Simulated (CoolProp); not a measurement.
Isobutene along the isotherm -9.65 °C: fugacity coefficient from the reference equation and from simpler models built on Tc = 144.9 °C, pc = 4016 kPa, ω = 0.193; each cubic takes its own stable root.

Model: reference Helmholtz-energy equation of state, Lemmon 2005, in CoolProp. It is a short technical equation, of lower accuracy than the large ones.

| p (kPa) | phase | reference | van der Waals | Redlich-Kwong | Soave-Redlich-Kwong |
|---|---|---|---|---|---|
| 3350 | liquid | (withheld) | 0.1494 | 0.04469 | 0.03025 |
| 6690 | liquid | 0.01713 | (withheld) | (withheld) | 0.01749 |
| 10000 | liquid | 0.01308 | (withheld) | 0.02002 | 0.01348 |
| 13400 | liquid | 0.01118 | 0.07008 | 0.01729 | 0.01162 |
| 16700 | liquid | (withheld) | 0.06878 | 0.01598 | 0.01071 |
| 20100 | liquid | 0.009714 | 0.07017 | 0.01534 | (withheld) |
| 23400 | liquid | 0.009498 | 0.07343 | 0.01514 | 0.01011 |
| 26800 | liquid | 0.009471 | (withheld) | 0.01524 | 0.01016 |
| 30100 | liquid | (withheld) | 0.08486 | 0.01557 | 0.01036 |
| 33500 | liquid | 0.009828 | 0.09305 | 0.01610 | 0.01070 |
| 36800 | liquid | 0.01016 | 0.1027 | 0.01679 | 0.01114 |
| 40200 | liquid | 0.01060 | 0.1144 | 0.01767 | 0.01171 |

What belongs in the gaps?


- 3350, reference: 0.02990
- 6690, van der Waals: 0.09252
- 6690, Redlich-Kwong: 0.02591
- 10000, van der Waals: 0.07614
- 16700, reference: 0.01022
- 20100, Soave-Redlich-Kwong: 0.01026
- 26800, van der Waals: 0.07846
- 30100, reference: 0.009588
